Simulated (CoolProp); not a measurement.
Vapour-liquid equilibrium of dimethyl ether (1) + R227EA (2) at 322.8 K; x and y are mole fractions of (1).

Computed with CoolProp (multi-fluid Helmholtz-energy mixture model, Wu 2011 and Lemmon 2016; pair parameters Bell 2016).

```csv
x,bubble pressure (bar),y at the bubble point,dew pressure at overall composition x (bar),liquid density (mol/L)
0.05,8.754,0.027,8.545,7.756
0.125,8.309,0.083,8.095,8.149
0.2,7.967,0.159,7.855,8.537
0.275,7.765,0.252,7.740,8.926
0.35,7.717,0.356,7.716,9.319
0.425,7.820,0.465,7.765,9.721
0.5,8.057,0.570,7.884,10.13
0.575,8.406,0.666,8.072,10.56
0.65,8.839,0.750,8.337,11.01
0.725,9.331,0.822,8.694,11.47
0.8,9.860,0.882,9.166,11.97
0.875,10.41,0.932,9.791,12.49
0.95,10.97,0.975,10.63,13.04
```

y crosses x between x = 0.275 and 0.35: the model has an azeotrope there.

The pair parameters rest on a limited set of measurements; away from them the model extrapolates.
